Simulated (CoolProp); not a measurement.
Dodecamethylcyclohexasiloxane (D6) along the isotherm 179.25 °C: fugacity coefficient from the reference equation and from simpler models built on Tc = 372.6 °C, pc = 0.9614 MPa, ω = 0.736; each cubic takes its own stable root.

Values from CoolProp's reference Helmholtz-energy equation of state, Colonna 2008. It is a short technical equation, of lower accuracy than the large ones.

```json
[
 {"p (MPa)": "0.2", "phase": "liquid", "reference": "0.08956"},
 {"p (MPa)": "0.401", "phase": "liquid", "reference": "0.04603"},
 {"p (MPa)": "0.601", "phase": "liquid", "reference": "0.03164"},
 {"p (MPa)": "0.801", "phase": "liquid", "reference": "0.02445"},
 {"p (MPa)": "1", "phase": "liquid", "reference": "0.02017"},
 {"p (MPa)": "1.2", "phase": "liquid", "reference": "0.01732"},
 {"p (MPa)": "1.4", "phase": "liquid", "reference": "0.01529"},
 {"p (MPa)": "1.6", "phase": "liquid", "reference": "0.01378"},
 {"p (MPa)": "1.8", "phase": "liquid", "reference": "0.01261"},
 {"p (MPa)": "2", "phase": "liquid", "reference": "0.01169"},
 {"p (MPa)": "2.2", "phase": "liquid", "reference": "0.01095"},
 {"p (MPa)": "2.4", "phase": "liquid", "reference": "0.01033"}
]
```

Question: How far does each simpler model (van der Waals, Redlich-Kwong, Soave-Redlich-Kwong, Peng-Robinson) lie from the reference over these 12 states: mean and median of the absolute difference, and the worst?

Answer: 
- van der Waals: mean 949.7 %, median 948.8 %, worst +1068.4 % at 179.25 °C and 2.4 MPa
- Redlich-Kwong: mean 357.5 %, median 357.6 %, worst +370.9 % at 179.25 °C and 2.4 MPa
- Soave-Redlich-Kwong: mean 2.1 %, median 2.1 %, worst +3.5 % at 179.25 °C and 2.4 MPa
- Peng-Robinson: mean 4.1 %, median 4.0 %, worst +4.7 % at 179.25 °C and 0.2 MPa
